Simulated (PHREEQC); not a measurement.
Solution (25 °C): 0.0001 mol PbCl2, 0.28 mol HNO3 and 0.00019 mol Na2SO4 per kg of water. Closed to the air; pH follows from the charge balance.

Equilibrium calculation in PHREEQC: ion-association model, phreeqc.dat.

No solid was allowed to form.

Q: What pH, activity of water does the model give?

A: pH 0.66; activity of water 0.990.

Q: In which forms is S present?

A: HSO4- 88 %, SO4-2 12 % of the S.
